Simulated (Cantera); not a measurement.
A closed system holds: 1 mol SiCl₄, 4.1 mol H₂O, 130 mol N₂, 28 mol O₂, equilibrated at 1600 K and 1000 Pa.

These are equilibrium values from Cantera (NASA tables, ideal gas, pure condensed phases), not measurements of a reactor. Candidate condensed phases: H₂O, NH₄Cl, Si, SiO₂, Si₂N₂O, Si₃N₄; 47 gas species. The tables hold silica as quartz up to 1696 K and as liquid above; real silica turns to tridymite and cristobalite and melts near 1996 K. Rates play no part.

Base state: N₂ 0.790, O₂ 0.168, HCl 0.0191, H₂O 0.0153, Cl 0.00521, NO 0.00173, OH 0.000207, O 5.95e-5 (mole fractions); condensed: SiO₂(β-quartz).

**Question.** What changes in the equilibrium state with this change: temperature from 1600 K to 1898 K?

**Answer.** 
```tsv
species	before	after
N₂	0.790	0.787
O₂	0.168	0.164
H₂O	0.0153	0.0173
HCl	0.0191	0.0135
Cl	0.00521	0.0108
H	8.55e-7	5.78e-5
H₂	2.48e-6	5.48e-5
SiO₂(β-quartz), mol	1.000	0
SiO₂(condensed), mol	0	0.999
```
